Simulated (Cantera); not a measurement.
A Cantera script and its output.

```python
import numpy as np
import cantera as ct

gas = ct.Solution("gri30.yaml")
gas.TPX = 325, 64000, {'CH4': 1, 'C2H6': 0.23, 'O2': 2, 'N2': 9.62}
flame = ct.FreeFlame(gas, width=0.055)
flame.set_refine_criteria(ratio=3, slope=0.08, curve=0.16)
flame.transport_model = "mixture-averaged"
flame.solve(loglevel=0, auto=True)
flame.transport_model = "multicomponent"
flame.soret_enabled = True
flame.solve(loglevel=0, refine_grid=True)
z, T = flame.grid, flame.T
thick = (T[-1] - T[0]) / np.gradient(T, z).max()
show = ['CH4', 'C2H6', 'O2', 'CH2CO', 'C2H4', 'HO2']
print(f"laminar burning velocity  {flame.velocity[0] * 100:.3f} cm/s")
print(f"burnt temperature         {T[-1]:.1f} K")
print(f"thermal thickness         {thick * 1e3:.4f} mm")
print(f"grid points               {len(z)}")
z0 = z[flame.heat_release_rate.argmax()]
print(f"{'z/mm':>9s}{'T/K':>9s}{'u/(m/s)':>9s}" + "".join(f"{s:>11s}" for s in show))
rows = []
for k in (-3, -2, -1.5, -1, -0.5, -0.25, 0, 0.25, 0.5, 1, 2, 4, 8):
    zz = z0 + k * thick
    rows.append([k * thick, np.interp(zz, z, T), np.interp(zz, z, flame.velocity),
                 *(np.interp(zz, z, flame.X[gas.species_index(s)]) for s in show)])
    print(f"{rows[-1][0] * 1e3:9.3f}{rows[-1][1]:9.1f}{rows[-1][2]:9.3f}" + "".join(f"{x:11.3e}" for x in rows[-1][3:]))
```

Output:

```
laminar burning velocity  10.801 cm/s
burnt temperature         1799.6 K
thermal thickness         2.0699 mm
grid points               133
     z/mm      T/K  u/(m/s)        CH4       C2H6         O2      CH2CO       C2H4        HO2
   -6.210    325.4    0.108  7.765e-02  1.788e-02  1.554e-01  4.994e-09  1.956e-07  8.878e-09
   -4.140    329.5    0.110  7.700e-02  1.784e-02  1.548e-01  1.289e-07  3.779e-06  1.197e-07
   -3.105    351.1    0.118  7.503e-02  1.777e-02  1.532e-01  1.615e-06  3.547e-05  8.823e-07
   -2.070    475.8    0.161  6.755e-02  1.703e-02  1.436e-01  2.165e-05  3.510e-04  9.879e-06
   -1.035    927.2    0.321  4.543e-02  1.070e-02  1.002e-01  1.971e-04  2.403e-03  9.603e-05
   -0.517   1280.6    0.451  2.647e-02  4.018e-03  6.039e-02  4.305e-04  3.608e-03  7.325e-05
    0.000   1595.9    0.569  8.349e-03  3.270e-04  2.170e-02  2.799e-04  1.507e-03  1.589e-05
    0.517   1731.9    0.619  1.851e-03  1.500e-05  4.918e-03  3.881e-05  1.605e-04  1.923e-06
    1.035   1769.9    0.632  6.851e-04  1.868e-06  1.125e-03  1.046e-05  2.089e-05  3.215e-07
    2.070   1788.5    0.638  2.996e-04  2.140e-07  1.081e-04  4.024e-06  2.532e-06  2.454e-08
    4.140   1796.0    0.640  2.032e-04  3.962e-08  5.057e-06  2.210e-06  7.378e-07  9.538e-10
    8.280   1798.8    0.641  1.881e-04  1.159e-08  2.575e-07  1.241e-06  4.048e-07  5.191e-11
   16.559   1799.6    0.641  1.867e-04  5.300e-09  4.443e-08  7.095e-07  2.785e-07  1.227e-11
```

Detailed kinetics in Cantera: GRI-Mech 3.0 (53 species, 325 reactions). Burning velocities carry a grid error of a few per cent, more on coarse grids.
